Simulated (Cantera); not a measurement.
Feed: 1 mol Si3N4, a varied amount of Cl2, 1.6 mol H2, held at 0.440 bar.

Method: chemical equilibrium by Gibbs-energy minimisation in Cantera with the NASA 1993 tables (ideal gas, pure condensed phases). Candidate condensed phases: NH4Cl, Si, Si3N4; 28 gas species. The tables' values for SiCl3 are old estimates. The numbers say what is thermodynamically allowed, not how fast it happens.

**Question.** What condenses at these points (T in K, n(Cl2) in mol): (1650, 7.9); (1050, 26); (1450, 7.9); (2050, 1.9); (1550, 1.9)?

**Answer.** 
| T (K) | n(Cl2) in mol | condensed phases | Si condensed (%) |
|---|---|---|---|
| 1650 | 7.9 | gas only | 0.0 |
| 1050 | 26 | gas only | 0.0 |
| 1450 | 7.9 | gas only | 0.0 |
| 2050 | 1.9 | Si | 51.8 |
| 1550 | 1.9 | Si3N4 | 76.8 |
